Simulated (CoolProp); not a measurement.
The numbers come from the reference Helmholtz-energy equation of state, Lemmon 2013 in CoolProp.

Task: Give the vapour pressure (kPa), liquid cp (kJ/(kg K)), vapour viscosity (µPa s), liquid conductivity (mW/(m K)) of saturated propylene at 205 K.

Result: 
```
T (K)  p (kPa)  liquid cp (kJ/(kg K))  vapour viscosity (µPa s)  liquid conductivity (mW/(m K))
-----  -------  ---------------------  ------------------------  ------------------------------
205       35.8                   2.13                      5.79                             154
```

Viscosity comes from a separate model (Huber 2003), an estimate that may be off by 10 % or more. Thermal conductivity comes from a separate model (Huber 2003), an estimate that may be off by 10 % or more.
